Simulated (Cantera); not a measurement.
A closed system holds: 1 mol LiCl, a varied amount of H2, at 0.0133 bar.

Method: chemical equilibrium by Gibbs-energy minimisation in Cantera with the NASA 1993 tables (ideal gas, pure condensed phases). Candidate condensed phases: Li, LiCl, LiH; 11 gas species. Kinetics and transport are ignored.

Task: What condenses at these points (T in K, n(H2) in mol): (750, 0.55); (1500, 33); (900, 3.2); (1350, 1.8); (750, 3.2)?

Result: 
| T (K) | n(H2) in mol | condensed phases | Li condensed (%) |
|---|---|---|---|
| 750 | 0.55 | LiCl | 100.0 |
| 1500 | 33 | gas only | 0.0 |
| 900 | 3.2 | LiCl | 97.6 |
| 1350 | 1.8 | gas only | 0.0 |
| 750 | 3.2 | LiCl | 100.0 |
